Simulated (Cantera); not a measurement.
A perfectly stirred reactor is fed with NH3 : N2 = 1 : 0.18 (molar parts), at 0.0133 bar; it is held at 1425 K, and followed from long to short residence time.

Detailed kinetics in Cantera: the gas-phase N/H chemistry of the illustrative SiF4/NH3 mechanism in the Surface Chemkin manual (1991). Walls and surfaces, which speed up NH3 decomposition in real reactors, are not modelled.

### Question
What does this change do: temperature 1425 to 2050 K?

### Answer
```
quantity                  before    after
----------------------  --------  -------
x(NH3) at τ = 0.700 s      0.847    0.379
x(N) at τ = 0.700 s     2.75e-12  2.06e-6
x(N2H4) at τ = 0.700 s   2.05e-9  4.89e-9
x(NH) at τ = 0.700 s     1.99e-8  2.79e-5
x(N2) at τ = 0.700 s       0.153    0.240
x(NH3) at τ = 19.0 ms      0.847    0.823
x(N) at τ = 19.0 ms       <1e-12  1.88e-7
x(N2H4) at τ = 19.0 ms  1.84e-12  1.65e-8
x(NH) at τ = 19.0 ms    2.46e-11  1.75e-5
x(N2) at τ = 19.0 ms       0.153    0.156
```
